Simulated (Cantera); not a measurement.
Input: 1 mol Si3N4, 1.1 mol H2O, 2 mol H2, at 1423.15 K and 10.0 Torr.

Method: chemical equilibrium by Gibbs-energy minimisation in Cantera with the NASA 1993 tables (ideal gas, pure condensed phases). Candidate condensed phases: H2O, Si, SiO2, Si2N2O, Si3N4; 35 gas species. Mutual solubility and eutectic melting of coexisting phases are not modelled. Equilibrium is a limit: real reactors are often held back by kinetics, nucleation or transport.

Base state: H2 0.894, N2 0.106, H 5.45e-5 (mole fractions); condensed: Si2N2O(s) + Si3N4(s).

Question: What changes in the equilibrium state with this change: pressure from 10.0 Torr to 0.0120 Torr?

Answer: 
| species | before | after |
|---|---|---|
| H2 | 0.894 | 0.744 |
| N2 | 0.106 | 0.235 |
| SiO | 1.71e-6 | 0.0192 |
| Si | 4.13e-9 | 9.58e-5 |
| H | 5.45e-5 | 0.00144 |
| Si2N2O(s), mol | 1.10 | 1.02 |
| Si3N4(s), mol | 0.267 | 0 |
| Si(s), mol | 0 | 0.880 |
